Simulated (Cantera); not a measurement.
**Equilibrium for carbon deposition, reforming and gasification: C₂H₆ + O₂ + H₂ + H₂O**

A closed system holds: 1 mol C₂H₆, 0.025 mol O₂, 2.8 mol H₂, 0.97 mol H₂O, at 0.410 bar.

Equilibrium computed with Cantera from the NASA thermochemical tables; the gas is ideal and each condensed phase is pure. Candidate condensed phases: C, C₆H₆, C₇H₈, C₈H₁₈, H₂O; 110 gas species. The numbers say what is thermodynamically allowed, not how fast it happens.

From 825 °C to 1725 °C the condensed part is C(graphite). The main C-bearing gas is CO throughout.

```json
[
 {"T (°C)": "825", "x H₂": "0.857", "x CO": "0.128", "x CH₄": "0.0110", "x H₂O": "0.00412", "x H": "3.57e-8", "n C(graphite)": "0.932"},
 {"T (°C)": "925", "x H₂": "0.863", "x CO": "0.130", "x CH₄": "0.00490", "x H₂O": "0.00122", "x H": "2.76e-7", "n C(graphite)": "0.953"},
 {"T (°C)": "1025", "x H₂": "0.866", "x CO": "0.131", "x CH₄": "0.00245", "x H₂O": "0.000432", "x H": "1.56e-6", "n C(graphite)": "0.965"},
 {"T (°C)": "1125", "x H₂": "0.868", "x CO": "0.131", "x CH₄": "0.00135", "x H₂O": "0.000176", "x H": "6.88e-6", "n C(graphite)": "0.971"},
 {"T (°C)": "1225", "x H₂": "0.868", "x CO": "0.131", "x CH₄": "0.000802", "x H₂O": "8.12e-5", "x H": "2.50e-5", "n C(graphite)": "0.974"},
 {"T (°C)": "1325", "x H₂": "0.868", "x CO": "0.131", "x CH₄": "0.000509", "x H₂O": "4.13e-5", "x H": "7.75e-5", "n C(graphite)": "0.976"},
 {"T (°C)": "1425", "x H₂": "0.868", "x CO": "0.131", "x CH₄": "0.000341", "x H₂O": "2.27e-5", "x H": "0.000210", "n C(graphite)": "0.977"},
 {"T (°C)": "1525", "x H₂": "0.868", "x CO": "0.131", "x CH₄": "0.000239", "x H₂O": "1.34e-5", "x H": "0.000512", "n C(graphite)": "0.976"},
 {"T (°C)": "1625", "x H₂": "0.867", "x CO": "0.131", "x CH₄": "0.000174", "x H₂O": "8.38e-6", "x H": "0.00114", "n C(graphite)": "0.974"},
 {"T (°C)": "1725", "x H₂": "0.866", "x CO": "0.131", "x CH₄": "0.000131", "x H₂O": "5.49e-6", "x H": "0.00233", "n C(graphite)": "0.969"}
]
```
x: gas mole fraction; n: condensed amount in mol.
